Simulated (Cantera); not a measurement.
An isothermal, constant-pressure homogeneous reactor starts with 27.0 % CH4, 73.0 % CO2, at 1775 K and 0.133 bar.

Model: GRI-Mech 3.0 (53 species, 325 reactions), integrated in Cantera.

x: mole fraction; the columns are a selection and need not sum to one.

```csv
t (s),x CH4,x CO2,x C2H4,x H2,x C2H,x O2,x CO
0.000900,0.261,0.726,0.00211,0.00650,5.01e-9,2.41e-12,0.000555
0.00193,0.234,0.712,0.00908,0.0303,5.76e-8,1.95e-11,0.00377
0.00414,0.179,0.668,0.0111,0.0849,2.57e-7,1.31e-10,0.0173
0.00889,0.120,0.596,0.00440,0.130,4.94e-7,4.40e-10,0.0528
0.0191,0.0665,0.492,0.00153,0.133,7.41e-7,1.22e-9,0.126
0.0410,0.0257,0.363,0.000459,0.0978,1.11e-6,3.87e-9,0.235
0.0879,0.00839,0.270,0.000118,0.0865,1.39e-6,1.10e-8,0.331
0.189,0.00633,0.214,5.90e-5,0.114,7.98e-7,1.01e-8,0.405
0.405,…,…,…,…,…,8.73e-9,0.466
0.869,0.00223,0.141,6.16e-6,0.170,7.38e-8,8.59e-9,0.505
1.86,…,0.130,…,0.181,…,8.62e-9,0.519
4.00,1.37e-7,0.130,6.39e-11,0.182,1.40e-12,1.18e-8,0.519
```

**Question.** What belongs in the gaps?

**Answer.** 
- 0.405, x CH4: 0.00458
- 0.405, x CO2: 0.169
- 0.405, x C2H4: 2.61e-5
- 0.405, x H2: 0.145
- 0.405, x C2H: 3.21e-7
- 1.86, x CH4: 0.000303
- 1.86, x C2H4: 2.40e-7
- 1.86, x C2H: 3.67e-9
